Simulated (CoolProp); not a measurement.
A Linde-Hampson liquefier for nitrogen: isothermal reversible compression at 250 K from 1 atm to 5 MPa, throttling to 1 atm, return gas leaving the recuperator 5 K below the feed. Each further row changes one setting.

Model: reference Helmholtz-energy equation of state, Span 2000, in CoolProp.

| case | liquid yield per pass | compression work (kJ/kg of gas) |
|---|---|---|
| as stated | ? | 287 |
| high pressure 10 MPa | ? | ? |
| warm-end temperature 280 K | ? | 323 |
| warm-end gap 10 K | ? | 287 |

Question: Some entries are withheld; supply them.

Answer: 
- as stated, liquid yield per pass: 0.027
- high pressure 10 MPa, liquid yield per pass: 0.064
- high pressure 10 MPa, compression work (kJ/kg of gas): 336
- warm-end temperature 280 K, liquid yield per pass: 0.017
- warm-end gap 10 K, liquid yield per pass: 0.013
